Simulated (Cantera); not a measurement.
Input: 1 mol V, 4.9 mol N₂O, 48 mol N₂, held at 4.40 Pa.

Cantera equilibrium calculation (NASA polynomials, part measured and part estimated; ideal gas, pure solids and liquids). Candidate condensed phases: V, VN, VO, V₂O₃, V₂O₄, V₂O₅; 13 gas species. Equilibrium is a limit: real reactors are often held back by kinetics, nucleation or transport.

Question: At 2077 °C, list the 4 most abundant gas species with their mole fractions, and the condensed phases.

Answer: N₂ 0.932, O 0.0465, VO₂ 0.0160, O₂ 0.00218. Condensed: gas only.
